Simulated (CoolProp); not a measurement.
The fluid at 298.15 K and 1.02 MPa (liquid) is heated at constant pressure to 424.7 K. The same conditions are run with several fluids, on thermodynamics alone (safety and materials aside).

The numbers come from the reference Helmholtz-energy equation of state of each fluid (chloromethane (R40): Thol 2014; R1233zd(E): Akasaka 2022; isohexane: Lemmon 2006; n-perfluoropentane: Gao 2022; cis-2-butene: Lemmon 2005) in CoolProp.

Q: Rank chloromethane (R40), R1233zd(E), isohexane, n-perfluoropentane, cis-2-butene by heat (kJ/kg), highest first.

A: cis-2-butene (595), chloromethane (R40) (494), isohexane (326), R1233zd(E) (293), n-perfluoropentane (198)

```tsv
fluid	final phase	final density (kg/m³)
chloromethane (R40)	gas	15.4
R1233zd(E)	gas	43.0
isohexane	liquid	508
n-perfluoropentane	gas	103
cis-2-butene	gas	18.0
```
